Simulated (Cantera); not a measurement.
Input: 1 mol Si, 2.7 mol HCl, 0.22 mol H2, equilibrated at 723.15 K and 1.00 bar.

These are equilibrium values from Cantera (NASA tables, ideal gas, pure condensed phases), not measurements of a reactor. Candidate condensed phases: Si; 19 gas species. The tables' values for SiCl3 are old estimates; treat these amounts as uncertain. Equilibrium is a limit: real reactors are often held back by kinetics, nucleation or transport.

What is the equilibrium state?


- x(H2) = 0.665
- x(SiCl4) = 0.232
- x(SiHCl3) = 0.100
- x(SiH2Cl2) = 0.00299
- x(HCl) = 0.000461
- x(SiH3Cl) = 1.96e-5
- x(SiCl3) = 1.53e-5
- n(Si(s)) = 0.267 mol
- gas amount = 2.187 mol
